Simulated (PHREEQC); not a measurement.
1 kg of water holding 170 mmol/kgw NaCl and 3.6 mmol/kgw CaCl2 is evaporated at 15 °C; the solids stay in contact with the brine. The system is closed to CO2. Solids allowed: Halite, Portlandite. Others were left out.

Equilibrium calculation in PHREEQC: Pitzer model, pitzer.dat.

```
water left (kg)  ionic strength  water activity  Halite (mol)
---------------  --------------  --------------  ------------
1                         0.181           0.994             0
0.8219                    0.220               ?             0
0.5552                    0.326           0.990             0
0.4563                    0.396           0.987             0
0.375                         ?           0.985             0
0.3082                        ?           0.981             0
0.2082                    0.868           0.972             0
0.1711                     1.06           0.966             0
0.1407                     1.29           0.959             0
0.09502                    1.90           0.937             0
0.07809                    2.32               ?             0
0.06418                    2.82           0.904             0
0.05275                    3.43           0.880             0
0.03564                    5.07               ?             0
0.0293                     6.17           0.757             0
0.02407                    6.29           0.753        0.0293
0.01627                    6.39           0.751        0.0769
0.01337                       ?           0.751        0.0946
0.01099                    6.52           0.750         0.109
0.00903                    6.62               ?         0.121
0.006093                   6.87           0.745         0.139
0.005012                   7.04           0.743         0.146
```

Task: Complete the blanks.

Result: 
- 0.8219, water activity: 0.993
- 0.375, ionic strength: 0.482
- 0.3082, ionic strength: 0.587
- 0.07809, water activity: 0.923
- 0.03564, water activity: 0.809
- 0.01337, ionic strength: 6.45
- 0.00903, water activity: 0.749

Complexes and solids missing from the database can't appear.
